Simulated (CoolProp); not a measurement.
Vapour-liquid equilibrium of n-hexane (1) + n-decane (2) at 14.55 °C; x and y are mole fractions of (1).

Computed with CoolProp (multi-fluid Helmholtz-energy mixture model, Thol 2019 and Lemmon 2006; pair parameters Kunz 2012).

```csv
x,bubble pressure (MPa),y at the bubble point,dew pressure at overall composition x (MPa),liquid density (mol/L)
0.05,0.0006860,0.882,8.977e-5,5.249
0.2,0.002503,0.973,0.0001065,5.527
0.35,0.004354,0.987,0.0001308,5.837
0.5,0.006238,0.993,0.0001695,6.185
0.65,0.008139,0.996,0.0002407,6.577
0.8,0.01004,0.998,0.0004152,7.020
0.95,0.01193,1.000,0.001509,7.524
```

No azeotrope shows between x = 0.05 and 0.95.

Pair parameters are fitted to limited data, so mixtures are less certain than the pure fluids.
